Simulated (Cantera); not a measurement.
Input: 1 mol Pb, 0.34 mol H2S, 1.2 mol N2, equilibrated at 1077 °C.

These are equilibrium values from Cantera (NASA tables, ideal gas, pure condensed phases), not measurements of a reactor. Candidate condensed phases: Pb, PbS, S; 18 gas species. Mutual solubility and eutectic melting of coexisting phases are not modelled. Equilibrium is a limit: real reactors are often held back by kinetics, nucleation or transport.

Task: Which condensed phases are stable at each of these points (P (Pa)): 10, 120, 1600, 19000, 240000, 3000000?

Result: 
```
P (Pa)   condensed phases  Pb condensed (%)
-------  ----------------  ----------------
10               gas only               0.0
120              gas only               0.0
1600             gas only               0.0
19000               Pb(l)              63.5
240000     Pb(l) + PbS(s)              94.8
3000000    Pb(l) + PbS(s)              99.6
```

From 10.0 Pa to 16.0 mbar nothing is condensed. At 0.190 bar the condensed part is Pb(l). From 2.40 bar to 30.0 bar the condensed part is Pb(l) + PbS(s).
